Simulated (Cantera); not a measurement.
Input: 1 mol SO₂, 2.2 mol H₂, held at 1652 °C and 13.3 mbar.

Cantera equilibrium calculation (NASA polynomials, part measured and part estimated; ideal gas, pure solids and liquids). Candidate condensed phases: H₂O, H₂SO₄, S; 19 gas species. Rates play no part.

Base state: H₂O 0.419, H₂ 0.318, SO₂ 0.112, S₂ 0.0835, SO 0.0389, SH 0.00979, H₂S 0.00774, S 0.00478 (mole fractions); condensed: gas only.

Task: What changes in the equilibrium state with this change: temperature from 1652 °C to 3227 °C?

Result: 
```json
[
 {"species": "H", "before": "0.00467", "after": "0.582"},
 {"species": "O", "before": "5.83e-6", "after": "0.251"},
 {"species": "S", "before": "0.00478", "after": "0.126"},
 {"species": "H₂O", "before": "0.419", "after": "0.000463"},
 {"species": "H₂", "before": "0.318", "after": "0.0130"},
 {"species": "SO₂", "before": "0.112", "after": "0.000255"},
 {"species": "S₂", "before": "0.0835", "after": "0.000268"},
 {"species": "SO", "before": "0.0389", "after": "0.0132"},
 {"species": "H₂S", "before": "0.00774", "after": "1.41e-6"},
 {"species": "S₂O", "before": "0.000822", "after": "4.49e-7"},
 {"species": "O₂", "before": "3.35e-6", "after": "0.00345"},
 {"species": "OH", "before": "0.000533", "after": "0.00958"},
 {"species": "SH", "before": "0.00979", "after": "0.000876"}
]
```
